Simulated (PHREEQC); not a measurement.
PHREEQC input (Pitzer model, pitzer.dat):

```
SOLUTION 1
  temp 20
  units mol/kgw
  pH 7 charge
  Cl 0.52
  Na 0.824
  C(4) 0.02
  S(6) 0.11
END
USE solution 1
INCREMENTAL_REACTIONS false
REACTION 1
  H2O -1
  0 9.886 18.011 24.689 30.178 34.689 38.397 41.444
  43.949 46.007 47.699 49.089 50.232 51.172 51.944 52.578
  53.1 53.528 53.88 54.17 54.408 54.603 54.764 54.896
  55.005 55.094 55.168 55.228 moles
EQUILIBRIUM_PHASES 1
  Burkeite 0 0
  Halite 0 0
  Mirabilite 0 0
  Nahcolite 0 0
  Natron 0 0
  Thenardite 0 0
  Trona 0 0
SELECTED_OUTPUT 1
  -reset false
  -pH true
  -pe true
  -ionic_strength true
  -water true
  -activities H2O
  -totals C Cl Na S
  -molalities H+ Na+ Cl- CO3-2 SO4-2 OH- HCO3- CO2 HSO4-
  -equilibrium_phases Burkeite Halite Mirabilite Nahcolite Natron Thenardite Trona
PRINT
  -reset false
END
```

Selected output (columns that matter, 11 of 28 rows; water left (kg) added in front):

```
water left (kg)	pH	mu	C	Cl	Na	S	m_Na+	m_Cl-	m_CO3-2	m_SO4-2	la_H2O	Burkeite	Halite	Thenardite
1	12.581	0.95398	0.02	0.52	0.824	0.11	0.824	0.52	0.019977	0.11	-0.01028	0	0	0
0.555203	12.809	1.7183	0.036023	0.93659	1.4841	0.19813	1.4841	0.93659	0.036005	0.19813	-0.01865	0	0	0
0.375043	12.965	2.5437	0.053327	1.3865	2.1971	0.2933	2.1971	1.3865	0.053313	0.2933	-0.028232	0	0	0
0.208215	13.217	4.5818	0.096054	2.4974	3.9574	0.5283	3.9574	2.4974	0.096044	0.5283	-0.055535	0	0	0
0.115613	13.51	8.1417	0.17299	4.4978	7.0539	0.91481	7.0539	4.4978	0.17298	0.91481	-0.12137	0	0	0.0042364
0.0641773	13.81	8.5137	0.31164	4.8935	7.5355	0.66657	7.5355	4.8935	0.31163	0.66657	-0.13805	0	0.20595	0.067221
0.0433508	14.032	8.7582	0.39667	4.6868	7.7394	0.62214	7.7394	4.6868	0.39667	0.62214	-0.14261	0.0028039	0.31682	0.077422
0.0240737	14.371	8.7561	0.29369	4.428	7.9227	0.5398	7.9227	4.428	0.29368	0.5398	-0.15154	0.01293	0.4134	0.071145
0.0133722	14.796	8.8944	0.1658	3.8993	8.3262	0.40242	8.3262	3.8993	0.1658	0.40242	-0.17232	0.017783	0.46786	0.069053
0.00903033	15.175	9.2248	0.085317	3.2712	8.8644	0.27505	8.8644	3.2712	0.085317	0.27505	-0.20298	0.01923	0.49046	0.069057
0.00501276	16.065	10.76	0.012977	1.7186	10.672	0.074937	10.672	1.7186	0.012977	0.074937	-0.32795	0.019935	0.51139	0.069754
```

Complexes and solids missing from the database can't appear.
